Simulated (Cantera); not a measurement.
A Cantera script and what it prints.

```python
import numpy as np
import cantera as ct

gas_names = """
    C CN CO CO2 C2 CCN CNC C2N2 C2O C3 C3O2 C4 C4N2 C5 N NCO NO NO2 NO3 N2 N2O O O2 O3 Si SiC SiC2 SiN
    SiO SiO2 Si2 Si2C Si2N Si3
""".split()
cond_names = """
    C(gr) Si(cr) Si(L) SiC(b) SiO2(Lqz) SiO2(hqz) SiO2(L) Si2N2O(s) Si3N4(a)
""".split()


# ... load() reads the species with a 1 bar reference pressure and builds the phases ...
atoms = {
    'SiO2': {'Si': 1, 'O': 2},
    'C': {'C': 1},
    'N2': {'N': 2},
}
top_T = {'C(gr)': 4500, 'SiC(b)': 3050, 'Si2N2O(s)': 2100, 'Si3N4(a)': 2400}  # K; cautious upper limits of use, not melting points


# ... equilibrate(T, P, feed) seeds the gas with the atoms and calls Mixture.equilibrate('TP', solver="vcs", rtol=1e-11, max_steps=5000) ...
results = []
feed = {'SiO2': 1, 'C': 0.14, 'N2': 1.4}  # mol
T = 1573.15  # K
P = 290000  # Pa
mix = equilibrate(T, P, feed)
results.append((T, P, feed, dict(zip(mix.species_names, mix.species_moles))))
print(gas.report(threshold=1e-06))
for i in range(1, mix.n_phases):
    print(f"{mix.phase(i).name:16s} {mix.phase_moles(i):12.5e} mol")
```

Result:

```
       temperature   1573.2 K
          pressure   2.9e+05 Pa
           density   0.62112 kg/m^3
  mean mol. weight   28.014 kg/kmol
   phase of matter   gas

                          1 kg             1 kmol
                     ---------------   ---------------
          enthalpy         1.092e+06        3.0591e+07  J
   internal energy        6.2507e+05        1.7511e+07  J
           entropy              8491        2.3787e+05  J/K
    Gibbs function       -1.2266e+07       -3.4361e+08  J
 heat capacity c_p            1250.3             35027  J/K
 heat capacity c_v            953.54             26713  J/K

                      mass frac. Y      mole frac. X     chem. pot. / RT
                     ---------------   ---------------   ---------------
                CO          0.093696          0.093711           -36.666
               CO2        6.2686e-05        3.9904e-05            -69.58
                N2           0.90624           0.90625           -25.193
               SiO        5.6582e-06        3.5956e-06           -47.966
     [  +30 minor]        1.0695e-09        6.1095e-10

C(gr)             0.00000e+00 mol
Si(cr)            0.00000e+00 mol
SiC(b)            0.00000e+00 mol
SiO2(hqz)         9.06625e-01 mol
Si2N2O(s)         4.66847e-02 mol
Si3N4(a)          0.00000e+00 mol
```

Method: chemical equilibrium by Gibbs-energy minimisation in Cantera with the NASA 1993 tables (ideal gas, pure condensed phases). Mutual solubility and eutectic melting of coexisting phases are not modelled. The tables hold silica as quartz up to 1696 K and as liquid above; real silica turns to tridymite and cristobalite and melts near 1996 K.
